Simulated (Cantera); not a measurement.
Charge: 1 mol Si, 1.5 mol NF3, 8.3 mol H2, equilibrated at 1000 K and 1.30 mbar.

Method: chemical equilibrium by Gibbs-energy minimisation in Cantera with the NASA 1993 tables (ideal gas, pure condensed phases). Candidate condensed phases: Si, Si3N4; 37 gas species. Equilibrium is a limit: real reactors are often held back by kinetics, nucleation or transport.

Base state: H2 0.782, SiF4 0.0971, N2 0.0728, HF 0.0485 (mole fractions); condensed: gas only.

Question: What changes in the equilibrium state with this change: temperature from 1000 K to 1548.15 K?

Answer: 
```tsv
species	before	after
H2	0.782	0.762
SiF4	0.0971	0.0773
N2	0.0728	0.0721
HF	0.0485	0.0687
SiF3	6.59e-7	0.0164
SiF2	<1e-9	0.00182
H	5.56e-8	0.000747
SiHF3	3.37e-6	0.000588
```
The tables' values for SiF3, SiF2 are old estimates; treat these amounts as uncertain.

Question: What changes in the equilibrium state with this change: H2 from 8.3 to 0.16 mol?

Answer: 
| species | before | after |
|---|---|---|
| SiF4 | 0.0971 | 0.445 |
| N2 | 0.0728 | 0.334 |
| HF | 0.0485 | 0.142 |
| H2 | 0.782 | <1e-9 |
| F | <1e-9 | 0.0784 |
| F2 | <1e-9 | 0.000830 |
